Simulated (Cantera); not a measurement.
Charge: 1 mol C6H6, 0.016 mol O2, 0.67 mol N2, held at 2423.15 K and 100 Pa.

Equilibrium computed with Cantera from the NASA thermochemical tables; the gas is ideal and each condensed phase is pure. Candidate condensed phases: C, C6H6, C7H8, C8H18, H2O; 136 gas species. Kinetics and transport are ignored.

Base state: H2 0.455, H 0.379, N2 0.138, HCN 0.0146, CO 0.00700, C2H2 (acetylene) 0.00353, HNC 0.00156, CN 0.000627 (mole fractions); condensed: C(graphite).

### Question
What changes in the equilibrium state with this change: temperature from 2423.15 K to 2700 K?

### Answer
```tsv
species	before	after
H	0.379	0.700
H2	0.455	0.152
N2	0.138	0.104
HCN	0.0146	0.0141
C5	3.05e-7	5.87e-5
C4	6.52e-8	1.15e-5
C2	1.31e-5	0.000843
C3	0.000145	0.00880
C	5.59e-5	0.00212
C(graphite), mol	5.85	5.60
```
